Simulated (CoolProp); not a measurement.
Vapour-liquid equilibrium of ethanol (1) + dimethyl carbonate (2) at 0.302 bar; x and y are mole fractions of (1).

The numbers come from the multi-fluid Helmholtz-energy mixture model, Schroeder 2014 and Zhou 2011; pair parameters Bell 2016 in CoolProp.

Task: Give the bubble temperature and the first vapour's composition at x = 0.15, 0.45, 0.75. Is there an azeotrope?

Result: x = 0.15: 322.3 K, y = 0.349; x = 0.45: 318.9 K, y = 0.546; x = 0.75: 319.0 K, y = 0.659. y crosses x between x = 0.55 and 0.65: the model has an azeotrope there.

Pair parameters are fitted to limited data, so mixtures are less certain than the pure fluids.
